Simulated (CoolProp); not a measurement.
20 sccm (0 °C, 1 atm) of nitrogen bubbles through liquid cyclopentane at 293.4 K and leaves saturated at a total pressure of 0.15 MPa (ideal gas phase). Each further row changes one setting.

The numbers come from the reference Helmholtz-energy equation of state, Gedanitz 2015 in CoolProp.

```json
[
 {"case": "as stated", "vapour pressure (kPa)": "35.0", "mole fraction of vapour": "0.233", "delivery (mg/min)": "19.0", "delivery (sccm)": "6.09", "change of delivery for a bath 1 K warmer (%)": "5.5"},
 {"case": "bath temperature 298.4 K", "vapour pressure (kPa)": "42.8", "mole fraction of vapour": "0.285", "delivery (mg/min)": "25.0", "delivery (sccm)": "7.98", "change of delivery for a bath 1 K warmer (%)": "5.7"},
 {"case": "total pressure 0.3 MPa", "vapour pressure (kPa)": "35.0", "mole fraction of vapour": "0.117", "delivery (mg/min)": "8.26", "delivery (sccm)": "2.64", "change of delivery for a bath 1 K warmer (%)": "4.7"}
]
```
